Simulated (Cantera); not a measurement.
## Stirred combustor or abatement burner

A perfectly stirred reactor is fed with 30.7 % CO, 4.60 % H₂, 12.6 % O₂, 47.2 % N₂, 4.91 % H₂O, equivalence ratio 1.4, at 9.87 atm; it is adiabatic with a 798 K inlet, and is followed from long to short residence time, starting on the burning branch (τ in s: 0.062, 0.026, 0.011, 0.0045, 0.0019, 0.00077, 0.00032, 0.00013, 5.5e-05, 2.3e-05, 9.5e-06).

Cantera simulation using GRI-Mech 3.0 (53 species, 325 reactions); the numbers are that mechanism's predictions, not measurements. The hydrogen kinetics of GRI-Mech 3.0 are dated; newer H2 mechanisms differ, most at raised pressure.

```
τ (s)    T (K)   x CO     x H₂     x O₂      x NO   x H₂O      x H    x NO₂
-------  -----  -----  -------  -------  --------  ------  -------  -------
0.062     2618  0.115  0.00740  0.00195   0.00219  0.0984  0.00115  5.27e-7
0.026     2618  0.115  0.00741  0.00201   0.00216  0.0983  0.00116  5.28e-7
0.011     2615  0.115  0.00742  0.00215   0.00209  0.0982  0.00120  5.28e-7
0.0045    2610  0.116  0.00746  0.00247   0.00193  0.0980  0.00129  5.27e-7
0.0019    2600  0.117  0.00755  0.00312   0.00165  0.0975  0.00146  5.17e-7
0.00077   2577  0.119  0.00774  0.00445   0.00124  0.0966  0.00181  4.83e-7
0.00032   2536  0.123  0.00810  0.00671  0.000814  0.0950  0.00242  4.12e-7
0.00013   2469  0.129  0.00871   0.0103  0.000463  0.0926  0.00350  3.08e-7
5.5e-5    2377  0.138  0.00952   0.0151  0.000253  0.0896  0.00515  2.11e-7
2.3e-5    2253  0.149   0.0104   0.0213  0.000142  0.0860  0.00760  1.44e-7
9.5e-6    2092  0.165   0.0110   0.0298   8.40e-5  0.0826   0.0105  1.06e-7
```
x: mole fraction; the columns are a selection and need not sum to one.
